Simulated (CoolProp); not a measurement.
Normal hydrogen at 298.15 K and 1.59 MPa flows at 10 m/s in a round tube of 10 mm bore and 45 µm roughness, fully developed (64/Re and Nu = 3.66 if laminar; Colebrook and Gnielinski if turbulent). Each further row changes one setting.

Computed with CoolProp (reference Helmholtz-energy equation of state, Leachman 2009).

```csv
case,Reynolds number,Darcy friction factor,pressure drop (Pa/m),heat-transfer coefficient (W/(m² K)),mass flow (kg/h)
as stated,14400,0.0351,225,___,3.62
velocity 20 m/s,28800,0.0326,___,1770,7.24
diameter 20 mm,28800,___,___,769,14.5
```

### Question
Fill in the missing entries.

### Answer

- as stated, heat-transfer coefficient (W/(m² K)): 927
- velocity 20 m/s, pressure drop (Pa/m): 835
- diameter 20 mm, Darcy friction factor: 0.0287
- diameter 20 mm, pressure drop (Pa/m): 92.0

Viscosity comes from a separate model (Muzny 2013). Thermal conductivity comes from a separate model (Assael 2011).
